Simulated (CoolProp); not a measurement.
Vapour-liquid equilibrium of R22 (1) + C3F8 (R218) (2) at 315.1 K; x and y are mole fractions of (1).

Model: multi-fluid Helmholtz-energy mixture model, Kamei 1995 and Lemmon 2006; pair parameters Bell 2016, in CoolProp.

```csv
x,"bubble pressure, mixture model (kPa)","bubble pressure, Raoult's law (kPa)","y, mixture model","y, Raoult's law"
0.05,1424,1350,0.084,0.060
0.2,1642,1391,0.281,0.231
0.35,1793,1432,0.425,0.393
0.5,1877,1472,0.539,0.546
0.65,1898,1513,0.642,0.691
0.8,1851,1554,0.753,0.828
0.95,1699,1594,0.916,0.958
```

The largest gap from Raoult's law is +27.5 % in bubble pressure, at x = 0.5. y crosses x between x = 0.5 and 0.65: the model has an azeotrope there.

The pair parameters rest on a limited set of measurements; away from them the model extrapolates.
